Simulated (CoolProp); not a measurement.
Aqueous potassium carbonate as a coolant, 36 % by mass, freezing at -28.6 °C, 1 atm.

Model: Melinder's fits for secondary coolants, in CoolProp.

```
T (°C)  Prandtl number  density (kg/m³)  viscosity (mPa s)  cp (kJ/(kg K))
------  --------------  ---------------  -----------------  --------------
-5.8              38.9             1380               7.34           2.754
-1.6              33.2             1378               6.34           2.761
2.7               28.6             1376               5.51           2.769
7                 24.9             1374               4.85           2.776
11.2              21.9             1372               4.31           2.784
15.5              19.4             1370               3.86           2.792
19.7              17.4             1368               3.48           2.800
24                15.6             1365               3.15           2.809
28.3              14.1             1363               2.87           2.817
32.5              12.8             1360               2.63           2.825
36.8              11.6             1358               2.41           2.834
```
